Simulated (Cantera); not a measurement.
**Boron, boron nitride and boron oxide: B2O3 + N2**

Feed: 1 mol B2O3, 19 mol N2, held at 2373 K and 100 Torr.

Cantera equilibrium calculation (NASA polynomials, part measured and part estimated; ideal gas, pure solids and liquids). Candidate condensed phases: B, BN, B2O3; 17 gas species. Kinetics and transport are ignored.

```yaml
x(N2): 0.946
x(B2O3): 0.0458
x(BO): 0.00411
x(BO2): 0.00354
x(NO): 0.000262
x(B2O2): 0.000175
x(O): 0.000124
x(O2): 3.63e-5
gas_amount: 20.08 mol
log10 activity of B(l) (absent): -5.24
```
